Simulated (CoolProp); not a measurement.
Vapour-liquid equilibrium of isopentane (1) + toluene (2) at 0.0675 MPa; x and y are mole fractions of (1).

Computed with CoolProp (multi-fluid Helmholtz-energy mixture model, Lemmon 2006 and Lemmon 2006; pair parameters Bell 2016).

### Question
Give the bubble temperature and the first vapour's composition at x = 0.05, 0.35, 0.8. Is there an azeotrope?

### Answer
x = 0.05: 81.2 °C, y = 0.421; x = 0.35: 37.5 °C, y = 0.927; x = 0.8: 21.3 °C, y = 0.985. No azeotrope shows between x = 0.05 and 0.95.

Pair parameters are fitted to limited data, so mixtures are less certain than the pure fluids.
